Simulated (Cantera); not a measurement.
Thermodynamics of carbon deposition, reforming and gasification, feed CH4 + O2 + H2 + H2O

Input: 1 mol CH4, 0.025 mol O2, 2.8 mol H2, 0.97 mol H2O, at 308 Torr.

Equilibrium computed with Cantera from the NASA thermochemical tables; the gas is ideal and each condensed phase is pure. Candidate condensed phases: C, C6H6, C7H8, C8H18, H2O; 110 gas species. Rates play no part.

```csv
T (°C),x H2,x CO,x H2O,x CH4
825,0.843,0.142,0.00782,0.00614
925,0.848,0.146,0.00403,0.00158
1025,0.849,0.147,0.00303,0.000370
1125,0.849,0.147,0.00282,8.92e-5
1225,0.849,0.148,0.00279,2.46e-5
1325,0.849,0.148,0.00280,7.91e-6
1425,0.849,0.148,0.00281,2.91e-6
1525,0.849,0.148,0.00283,1.20e-6
1625,0.848,0.148,0.00284,5.43e-7
1725,0.847,0.147,0.00284,2.67e-7
```
x: gas mole fraction; nothing condenses.

From 825 °C to 1725 °C nothing is condensed. The main C-bearing gas is CO throughout.
